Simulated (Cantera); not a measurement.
Mixture: H2 : O2 : N2 = 1 : 0.51 : 2.35 (molar parts), equivalence ratio 0.98, at 840000 Pa, adiabatic and at constant volume. Ignition delay is the time to a rise of 400 K.

Computed with Cantera and the H2/O2 subset of GRI-Mech 3.0, which has no nitrogen chemistry. The hydrogen kinetics of GRI-Mech 3.0 are dated; newer H2 mechanisms differ, most at raised pressure.

Task: What does this change do: N2 2.35 to 5.4 parts?

Result: 
| quantity | before | after |
|---|---|---|
| delay at 1023 K | 5.58 ms | 8.63 ms |
| delay at 1123 K | 0.493 ms | 0.726 ms |
| delay at 1223 K | 17.2 µs | 27.7 µs |
| delay at 1323 K | 4.59 µs | 8.48 µs |
| delay at 1423 K | 2.55 µs | 4.89 µs |
| delay at 1523 K | 1.72 µs | 3.40 µs |
| delay at 1623 K | 1.27 µs | 2.63 µs |

Task: What does this change do: pressure from 840000 Pa to 110000 Pa?

Result: 
```
quantity           before     after
---------------  --------  --------
delay at 1023 K   5.58 ms  0.220 ms
delay at 1123 K  0.493 ms   76.0 µs
delay at 1223 K   17.2 µs   41.4 µs
delay at 1323 K   4.59 µs   26.8 µs
delay at 1423 K   2.55 µs   19.5 µs
delay at 1523 K   1.72 µs   15.7 µs
delay at 1623 K   1.27 µs   13.8 µs
```
Where the delays flatten at high temperature, the 400 K rule measures the pace of heat release, not the induction time.

Task: What does this change do: constant pressure in place of constant volume?

Result: 
```json
[
 {"quantity": "delay at 1023 K", "before": "5.58 ms", "after": "5.98 ms"},
 {"quantity": "delay at 1123 K", "before": "0.493 ms", "after": "0.512 ms"},
 {"quantity": "delay at 1223 K", "before": "17.2 µs", "after": "17.6 µs"},
 {"quantity": "delay at 1323 K", "before": "4.59 µs", "after": "4.78 µs"},
 {"quantity": "delay at 1423 K", "before": "2.55 µs", "after": "2.68 µs"},
 {"quantity": "delay at 1523 K", "before": "1.72 µs", "after": "1.82 µs"},
 {"quantity": "delay at 1623 K", "before": "1.27 µs", "after": "1.37 µs"},
 {"quantity": "apparent activation energy between 1423 and 1623 K", "before": "67 kJ/mol", "after": "65 kJ/mol"}
]
```
